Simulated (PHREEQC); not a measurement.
A PHREEQC input (ion-association model, wateq4f.dat):

```
SOLUTION 1
  temp 62
  units mg/L
  pH 6.04
  pe 9.1
  Na 3.1
  K 0.248
  Ca 10.8
  Mg 1.68
  Cl 6.84 charge
  Li 0.1 charge
  S(6) 10.4 as SO4
  Alkalinity 24.3 as HCO3
  O(0) 0.00621
END
USE solution 1
EQUILIBRIUM_PHASES 1
  Gypsum 0 0
  CO2(g) -2 10
END
```

It stops with these messages:

```
ERROR: Charge balance specified for more than one species.
ERROR: Program terminating due to input errors.
```

The fault: two constituents marked charge. The line should read `Cl 6.84` where the input has `Cl 6.84 charge / Li 0.1 charge`. With the mend the run ends at pH 6.67 and ionic strength 0.00122 mol/kgw.
